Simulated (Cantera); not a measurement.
## Gas-phase reforming

A perfectly stirred reactor is fed with CH₄ : H₂O = 1 : 0.45 (molar parts), at 4.93 atm; it is held at 1275 K, and followed from long to short residence time.

Detailed kinetics in Cantera: GRI-Mech 3.0 (53 species, 325 reactions). GRI-Mech 3.0 stops at C3 and has no aromatics, soot or wall deposition, so with more carbon than oxygen in the feed, carbon stays in small species such as C2H2 where larger ones or solid carbon would form.

```json
[
 {"τ (s)": "9.9", "x CH₄": "0.583", "x H₂O": "0.294", "x O": "<1e-12", "x C₂H": "2.48e-12", "x H₂": "0.0859", "x HO₂": "<1e-12", "x HCO": "1.01e-12"},
 {"τ (s)": "4.4", "x CH₄": "0.631", "x H₂O": "0.302", "x O": "<1e-12", "x C₂H": "1.37e-12", "x H₂": "0.0476", "x HO₂": "<1e-12", "x HCO": "<1e-12"},
 {"τ (s)": "2.0", "x CH₄": "0.661", "x H₂O": "0.306", "x O": "<1e-12", "x C₂H": "<1e-12", "x H₂": "0.0233", "x HO₂": "<1e-12", "x HCO": "<1e-12"},
 {"τ (s)": "0.90", "x CH₄": "0.677", "x H₂O": "0.309", "x O": "<1e-12", "x C₂H": "<1e-12", "x H₂": "0.0101", "x HO₂": "<1e-12", "x HCO": "<1e-12"},
 {"τ (s)": "0.40", "x CH₄": "0.684", "x H₂O": "0.310", "x O": "<1e-12", "x C₂H": "<1e-12", "x H₂": "0.00399", "x HO₂": "<1e-12", "x HCO": "<1e-12"},
 {"τ (s)": "0.18", "x CH₄": "0.687", "x H₂O": "0.310", "x O": "<1e-12", "x C₂H": "<1e-12", "x H₂": "0.00152", "x HO₂": "<1e-12", "x HCO": "<1e-12"},
 {"τ (s)": "0.081", "x CH₄": "0.689", "x H₂O": "0.310", "x O": "<1e-12", "x C₂H": "<1e-12", "x H₂": "0.000570", "x HO₂": "<1e-12", "x HCO": "<1e-12"},
 {"τ (s)": "0.036", "x CH₄": "0.689", "x H₂O": "0.310", "x O": "<1e-12", "x C₂H": "<1e-12", "x H₂": "0.000219", "x HO₂": "<1e-12", "x HCO": "<1e-12"},
 {"τ (s)": "0.016", "x CH₄": "0.689", "x H₂O": "0.310", "x O": "<1e-12", "x C₂H": "<1e-12", "x H₂": "8.90e-5", "x HO₂": "<1e-12", "x HCO": "<1e-12"},
 {"τ (s)": "0.0073", "x CH₄": "0.690", "x H₂O": "0.310", "x O": "<1e-12", "x C₂H": "<1e-12", "x H₂": "3.89e-5", "x HO₂": "<1e-12", "x HCO": "<1e-12"},
 {"τ (s)": "0.0033", "x CH₄": "0.690", "x H₂O": "0.310", "x O": "<1e-12", "x C₂H": "<1e-12", "x H₂": "1.72e-5", "x HO₂": "<1e-12", "x HCO": "<1e-12"}
]
```
x: mole fraction; the columns are a selection and need not sum to one.
